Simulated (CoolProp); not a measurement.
R1336mzz(E) at several states: Z from the reference equation and from simpler models built on Tc = 403.5 K, pc = 2.779 MPa, ω = 0.413; each cubic takes its own stable root.

Computed with CoolProp (reference Helmholtz-energy equation of state, Akasaka 2023).

```json
[
 {"T (K)": "319.8", "p (MPa)": "0.104", "phase": "gas", "reference": "0.9686"},
 {"T (K)": "398.7", "p (MPa)": "0.401", "phase": "gas", "reference": "0.9438"},
 {"T (K)": "365.8", "p (MPa)": "0.0516", "phase": "gas", "reference": "0.9904"}
]
```

Q: How far does each simpler model (van der Waals, Redlich-Kwong, Soave-Redlich-Kwong) lie from the reference over these 3 states: mean and median of the absolute difference, and the worst?

A: 
- van der Waals: mean 0.9 %, median 1.1 %, worst +1.2 % at 319.8 K and 0.104 MPa
- Redlich-Kwong: mean 0.4 %, median 0.4 %, worst +0.7 % at 319.8 K and 0.104 MPa
- Soave-Redlich-Kwong: mean 0.2 %, median 0.3 %, worst +0.3 % at 398.7 K and 0.401 MPa
